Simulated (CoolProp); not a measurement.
The numbers come from the reference Helmholtz-energy equation of state, de Reuck 1990 in CoolProp.

Problem. For fluorine, give the phase and the cp (kJ/(kg K)), isothermal compressibility (1/MPa), fugacity coefficient at 95.7 K and 11 MPa; 106.4 K and 11 MPa; 138.5 K and 11 MPa.

Solution. 
- 95.7 K and 11 MPa: liquid; cp 1.49, isothermal compressibility 0.00205, fugacity coefficient 0.0359
- 106.4 K and 11 MPa: liquid; cp 1.53, isothermal compressibility 0.00284, fugacity coefficient 0.0776
- 138.5 K and 11 MPa: liquid; cp 1.86, isothermal compressibility 0.0117, fugacity coefficient 0.326
